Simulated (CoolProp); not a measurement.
Vapour pressure (kPa) of nitrogen: the reference equation beside estimates from Tc = 126.2 K, pc = 3396 kPa, ω = 0.037. Clausius-Clapeyron is anchored at 72.8 K with a constant enthalpy of vaporisation of 5.738 kJ/mol.

Values from CoolProp's reference Helmholtz-energy equation of state, Span 2000.

```json
[
 {"T (K)": "68.5", "reference": "30.78", "Clausius-Clapeyron": "31.50", "Soave-Redlich-Kwong": "30.05", "Peng-Robinson": "31.64"},
 {"T (K)": "72.8", "reference": "57.10", "Clausius-Clapeyron": "57.10", "Soave-Redlich-Kwong": "56.09", "Peng-Robinson": "58.19"},
 {"T (K)": "77.1", "reference": "98.31", "Clausius-Clapeyron": "96.89", "Soave-Redlich-Kwong": "97.11", "Peng-Robinson": "99.53"},
 {"T (K)": "81.4", "reference": "159.1", "Clausius-Clapeyron": "155.5", "Soave-Redlich-Kwong": "158.0", "Peng-Robinson": "160.4"},
 {"T (K)": "85.7", "reference": "244.7", "Clausius-Clapeyron": "237.9", "Soave-Redlich-Kwong": "…", "Peng-Robinson": "245.9"},
 {"T (K)": "90", "reference": "360.5", "Clausius-Clapeyron": "349.5", "Soave-Redlich-Kwong": "360.9", "Peng-Robinson": "361.7"},
 {"T (K)": "94.3", "reference": "512.1", "Clausius-Clapeyron": "495.7", "Soave-Redlich-Kwong": "514.5", "Peng-Robinson": "513.5"},
 {"T (K)": "98.6", "reference": "705.3", "Clausius-Clapeyron": "682.1", "Soave-Redlich-Kwong": "…", "Peng-Robinson": "707.4"},
 {"T (K)": "102.9", "reference": "946.4", "Clausius-Clapeyron": "913.8", "Soave-Redlich-Kwong": "956.0", "Peng-Robinson": "949.6"},
 {"T (K)": "107.3", "reference": "…", "Clausius-Clapeyron": "1203", "Soave-Redlich-Kwong": "1264", "Peng-Robinson": "1254"},
 {"T (K)": "111.6", "reference": "1606", "Clausius-Clapeyron": "1541", "Soave-Redlich-Kwong": "1626", "Peng-Robinson": "1615"}
]
```

Task: Fill in the missing entries.

Result: 
- 85.7, Soave-Redlich-Kwong: 244.0
- 98.6, Soave-Redlich-Kwong: 710.9
- 107.3, reference: 1249

Absolute difference from the reference over all 11 rows, mean and median: Clausius-Clapeyron 2.7 and 3.1 %, Soave-Redlich-Kwong 1.0 and 1.0 %, Peng-Robinson 0.9 and 0.5 %.
